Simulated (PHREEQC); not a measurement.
Dissolve 0.12 mol NH4Cl, 0.00022 mol Na2CO3 and 0.021 mol NaCl per kg of water at 25 °C. Closed to the air; pH follows from the charge balance.

The numbers come from PHREEQC with the ion-association model, wateq4f.dat.

Each row changes one thing in this solution. Precipitation was switched off in this run.

```tsv
case	pH	HCO3- (mol/kgw)	CO2 (mol/kgw)	NaHCO3 (mol/kgw)	CO3-2 (mol/kgw)	NaCO3- (mol/kgw)	SI of Halite (NaCl)	SI of Nahcolite (NaHCO3)
as made	6.72	0.000166	5.30e-5	1.13e-6	9.03e-8	1.24e-8	-4.35	-5.13
NaCl from 0.021 to 0.0105 mol/kgw	6.72	0.000166	5.36e-5	5.86e-7	8.83e-8	6.35e-9	-4.67	-5.42
Na2CO3 from 0.00022 to 2.2e-05 mol/kgw	5.87	6.75e-6	1.52e-5	4.53e-8	5.22e-10	7.05e-11	-4.36	-6.53
NH4Cl replaced by KCl at the same molality	9.92	0.000111	2.26e-8	7.58e-7	9.51e-5	1.31e-5	-4.35	-5.31
NaCl left out	6.72	0.000166	5.42e-5	2.39e-8	8.63e-8	2.56e-10	-6.10	-6.81
```

Species that the database lacks are ignored.
